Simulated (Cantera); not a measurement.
Input: 1 mol C2H4, 0.011 mol O2, 77 mol H2, 0.00015 mol H2O, held at 383 Torr.

Cantera equilibrium calculation (NASA polynomials, part measured and part estimated; ideal gas, pure solids and liquids). Candidate condensed phases: C, C6H6, C7H8, C8H18, H2O; 110 gas species. The numbers say what is thermodynamically allowed, not how fast it happens.

Question: What share of the C ends up in condensed phases as a function of T (K), at 2050, 2100, 2150, 2200, 2250, 2300, 2350, 2400, 2450, 2500?

Answer: 
```
T (K)  C condensed (%)           as
-----  ---------------  -----------
2050              89.7  C(graphite)
2100              86.8  C(graphite)
2150              83.0  C(graphite)
2200              78.1  C(graphite)
2250              72.0  C(graphite)
2300              64.4  C(graphite)
2350              55.1  C(graphite)
2400              43.9  C(graphite)
2450              30.4  C(graphite)
2500              14.3  C(graphite)
```
